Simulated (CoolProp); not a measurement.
A single-stage vapour-compression cycle with sulfur dioxide: evaporating at 261.15 K (dew point), condensing at 315.15 K (bubble point), superheat 5 K, subcooling 2 K, compressor efficiency 0.85, no pressure losses. Each further row changes one setting.

Values from CoolProp's reference Helmholtz-energy equation of state, Gao 2016.

```json
[
 {"case": "as stated", "cooling COP": "3.35", "pressure ratio": "7.22", "discharge temperature (K)": "419.7", "refrigerating effect (kJ/kg)": "322", "volumetric capacity (kJ/m³)": "886"},
 {"case": "evaporating temperature 266.15 K", "cooling COP": "3.84", "pressure ratio": "5.78", "discharge temperature (K)": "406.9", "refrigerating effect (kJ/kg)": "325", "volumetric capacity (kJ/m³)": "1100"},
 {"case": "condensing temperature 310.15 K", "cooling COP": "3.76", "pressure ratio": "6.21", "discharge temperature (K)": "406.4", "refrigerating effect (kJ/kg)": "330", "volumetric capacity (kJ/m³)": "906"},
 {"case": "subcooling 7 K", "cooling COP": "3.42", "pressure ratio": "7.22", "discharge temperature (K)": "419.7", "refrigerating effect (kJ/kg)": "330", "volumetric capacity (kJ/m³)": "906"},
 {"case": "superheat 15 K", "cooling COP": "3.28", "pressure ratio": "7.22", "discharge temperature (K)": "433.7", "refrigerating effect (kJ/kg)": "329", "volumetric capacity (kJ/m³)": "868"},
 {"case": "compressor efficiency 0.75", "cooling COP": "2.95", "pressure ratio": "7.22", "discharge temperature (K)": "437.3", "refrigerating effect (kJ/kg)": "322", "volumetric capacity (kJ/m³)": "886"}
]
```
